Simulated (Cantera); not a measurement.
Cantera run, input and output.

```python
import numpy as np
import cantera as ct

gas = ct.Solution("h2o2.yaml")
gas.TPX = 550, 101325, {'H2': 1, 'O2': 0.357, 'N2': 4.1}
inlet = ct.Reservoir(gas, clone=True)
gas.equilibrate("HP")  # start burning
reactor = ct.IdealGasConstPressureReactor(gas, energy="on", clone=False)
exhaust = ct.Reservoir(gas, clone=True)
tau = [0.46, 0.17, 0.061, 0.022, 0.0081, 0.003, 0.0011, 0.0004, 0.00014, 5.3e-05, 1.9e-05][0]
for a, b in ((inlet, reactor), (reactor, exhaust)):
    ct.MassFlowController(a, b, mdot=lambda t: reactor.mass / tau)
net = ct.ReactorNet([reactor])
show = ['H2', 'O2', 'H2O2', 'H', 'HO2', 'O', 'H2O']

rows = []
print(f"{'tau/s':>10s}{'T/K':>9s}" + "".join(f"{s:>11s}" for s in show))
for tau in [0.46, 0.17, 0.061, 0.022, 0.0081, 0.003, 0.0011, 0.0004, 0.00014, 5.3e-05, 1.9e-05]:
    net.initial_time = 0.0
    net.advance(30 * tau)
    before = gas.X
    net.advance(40 * tau)
    drift = np.max(np.abs(gas.X - before) / (gas.X + 1e-9))
    rows.append([gas.T, *gas[show].X, drift])
    print(f"{tau:10.3e}{gas.T:9.1f}" + "".join(f"{x:11.3e}" for x in gas[show].X))
```

Result:

```
     tau/s      T/K         H2         O2       H2O2          H        HO2          O        H2O
 4.600e-01   1551.5  5.567e-02  2.679e-05  4.571e-09  9.450e-04  1.707e-08  1.290e-06  1.398e-01
 1.700e-01   1547.1  5.542e-02  4.632e-05  1.041e-08  1.540e-03  3.034e-08  3.429e-06  1.397e-01
 6.100e-02   1539.8  5.501e-02  8.355e-05  2.318e-08  2.532e-03  5.613e-08  9.283e-06  1.394e-01
 2.200e-02   1527.8  5.439e-02  1.557e-04  4.863e-08  4.117e-03  1.069e-07  2.458e-05  1.390e-01
 8.100e-03   1508.9  5.350e-02  2.991e-04  9.492e-08  6.539e-03  2.096e-07  6.203e-05  1.383e-01
 3.000e-03   1479.4  5.238e-02  5.982e-04  1.740e-07  1.013e-02  4.307e-07  1.488e-04  1.371e-01
 1.100e-03   1433.6  5.127e-02  1.259e-03  2.984e-07  1.522e-02  9.484e-07  3.355e-04  1.348e-01
 4.000e-04   1365.1  5.140e-02  2.817e-03  4.598e-07  2.148e-02  2.292e-06  6.848e-04  1.305e-01
 1.400e-04   1260.2  5.862e-02  7.515e-03  6.376e-07  2.601e-02  6.889e-06  1.202e-03  1.195e-01
 5.300e-05    550.0  1.833e-01  6.542e-02 -1.272e-19  4.015e-21 -1.500e-18  1.204e-23 -3.019e-16
 1.900e-05    550.0  1.833e-01  6.542e-02 -1.253e-22  3.670e-21  4.968e-20  5.300e-24 -2.973e-19
```

Model: the H2/O2 subset of GRI-Mech 3.0, which has no nitrogen chemistry, integrated in Cantera.
